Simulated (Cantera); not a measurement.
Counterflow diffusion flame

A counterflow diffusion flame at 0.987 atm, nozzles 20 mm apart: fuel side 100 % H2 at 500 K, oxidiser side 18.0 % O2, 82.0 % N2 at 323 K, fuel mass flux 0.19 times the oxidiser's; mixture-averaged transport, no radiation.

Model: the H2/O2 subset of GRI-Mech 3.0, which has no nitrogen chemistry, integrated in Cantera. The maximum strain rate includes the flame's own expansion and is several times the mean.

```tsv
oxidiser flux (kg/m²/s)	max strain (1/s)	mean strain (1/s)	T max (K)	peak x OH	peak x H	peak x H2O	peak x HO2
0.6	707	146	2232	0.0138	0.0140	0.251	6.27e-5
0.94	1050	228	2182	0.0139	0.0165	0.247	8.05e-5
1.5	1630	364	2129	0.0141	0.0196	0.245	0.000102
2.3	2480	558	2071	0.0140	0.0226	0.242	0.000124
3.6	3840	873	2002	0.0136	0.0261	0.239	0.000149
5.7	6010	1380	1935	0.0131	0.0303	0.235	0.000178
8.9	9350	2160	1867	0.0124	0.0344	0.231	0.000211
14	14600	3400	1783	0.0113	0.0384	0.227	0.000247
```
x: mole fraction; the columns are a selection and need not sum to one.
